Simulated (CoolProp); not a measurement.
Aqueous methanol as a coolant, at 21 °C, 1 atm.

Computed with CoolProp (Melinder's fits for secondary coolants).

```json
[
 {"mass %": "4.1", "freezing point (°C)": "-2.4", "conductivity (W/(m K))": "0.575", "viscosity (mPa s)": "1.09", "density (kg/m³)": "?", "Prandtl number": "8.00"},
 {"mass %": "10.1", "freezing point (°C)": "-6.6", "conductivity (W/(m K))": "0.539", "viscosity (mPa s)": "1.27", "density (kg/m³)": "981.1", "Prandtl number": "?"},
 {"mass %": "16", "freezing point (°C)": "-11.4", "conductivity (W/(m K))": "?", "viscosity (mPa s)": "1.45", "density (kg/m³)": "972.3", "Prandtl number": "11.9"},
 {"mass %": "22", "freezing point (°C)": "-17.0", "conductivity (W/(m K))": "?", "viscosity (mPa s)": "1.60", "density (kg/m³)": "963.4", "Prandtl number": "13.8"},
 {"mass %": "27.9", "freezing point (°C)": "-23.3", "conductivity (W/(m K))": "0.443", "viscosity (mPa s)": "1.71", "density (kg/m³)": "954.3", "Prandtl number": "?"},
 {"mass %": "33.9", "freezing point (°C)": "-30.5", "conductivity (W/(m K))": "?", "viscosity (mPa s)": "1.77", "density (kg/m³)": "944.6", "Prandtl number": "16.8"},
 {"mass %": "39.9", "freezing point (°C)": "-38.6", "conductivity (W/(m K))": "0.387", "viscosity (mPa s)": "1.78", "density (kg/m³)": "934.2", "Prandtl number": "17.7"},
 {"mass %": "45.8", "freezing point (°C)": "-47.5", "conductivity (W/(m K))": "0.362", "viscosity (mPa s)": "1.76", "density (kg/m³)": "923.3", "Prandtl number": "18.0"},
 {"mass %": "51.8", "freezing point (°C)": "-57.6", "conductivity (W/(m K))": "0.339", "viscosity (mPa s)": "1.69", "density (kg/m³)": "911.4", "Prandtl number": "17.8"},
 {"mass %": "57.8", "freezing point (°C)": "?", "conductivity (W/(m K))": "0.317", "viscosity (mPa s)": "1.60", "density (kg/m³)": "898.6", "Prandtl number": "17.3"}
]
```

Complete the blanks.


- 4.1, density (kg/m³): 990.8
- 10.1, Prandtl number: 9.92
- 16, conductivity (W/(m K)): 0.506
- 22, conductivity (W/(m K)): 0.474
- 27.9, Prandtl number: 15.5
- 33.9, conductivity (W/(m K)): 0.414
- 57.8, freezing point (°C): -68.7
